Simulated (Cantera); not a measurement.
## Ignition delay

Mixture: H2 : O2 : N2 : H2O = 1 : 0.312 : 1.17 : 0.3 (molar parts), at 5.00 bar, adiabatic and at constant pressure. Ignition delay is the time to a rise of 400 K.

Computed with Cantera and GRI-Mech 3.0 (53 species, 325 reactions). The hydrogen kinetics of GRI-Mech 3.0 are dated; newer H2 mechanisms differ, most at raised pressure. Where the delays flatten at high temperature, the 400 K rule measures the pace of heat release, not the induction time.

```tsv
T0 (K)	delay (ms)
1100	1.35
1175	0.239
1250	0.0311
1325	0.00987
1400	0.00571
1475	0.00396
1550	0.00301
1625	0.00242
1700	0.00205
1775	0.00180
```
